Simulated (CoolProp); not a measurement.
Vapour-liquid equilibrium of ethylene (1) + ethane (2) at 102 kPa; x and y are mole fractions of (1).

Computed with CoolProp (multi-fluid Helmholtz-energy mixture model, Smukala 2000 and Bücker 2006; pair parameters Bell 2016).

Question: Give the bubble temperature and the first vapour's composition at x = 0.05, 0.65, 0.95. Is there an azeotrope?

Answer: x = 0.05: 183.2 K, y = 0.119; x = 0.65: 173.2 K, y = 0.802; x = 0.95: 170.0 K, y = 0.977. No azeotrope shows between x = 0.05 and 0.95.

The pair parameters rest on a limited set of measurements; away from them the model extrapolates.
